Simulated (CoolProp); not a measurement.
The fluid at 293.15 K and 0.918 MPa flows at 24 m/s in a round tube of 25 mm bore and 0.25 µm roughness, fully developed (64/Re and Nu = 3.66 if laminar; Colebrook and Gnielinski if turbulent). The same conditions are run with several fluids, on thermodynamics alone (safety and materials aside).

Model: reference Helmholtz-energy equation of state of each fluid (CF4 (R14): Platzer 1990; methane: Setzmann 1991; R13: Platzer 1990; C2F6 (R116): Lemmon 2006; nitrogen: Span 2000), in CoolProp. The equations of Platzer and Polt are older, rougher fits.

```
fluid        Reynolds number  Darcy friction factor  pressure drop (Pa/m)  heat-transfer coefficient (W/(m² K))  mass flow (kg/h)
-----------  ---------------  ---------------------  --------------------  ------------------------------------  ----------------
CF4 (R14)            1180000                 0.0116                  4580                                   914        (withheld)
methane               331000                 0.0143                  1010                            (withheld)               261
R13                  1820000                 0.0109                  5430                                  1060              1840
C2F6 (R116)          2510000             (withheld)                  6990                                  1610              2470
nitrogen          (withheld)                 0.0141                  1720                                   525               448
```

Fill in the missing entries.


- CF4 (R14), mass flow (kg/h): 1460
- methane, heat-transfer coefficient (W/(m² K)): 661
- C2F6 (R116), Darcy friction factor: 0.0104
- nitrogen, Reynolds number: 359000

Transport values come from each fluid's own correlations; those of CF4 (R14), R13, C2F6 (R116) are estimates that may be off by 10 % or more.
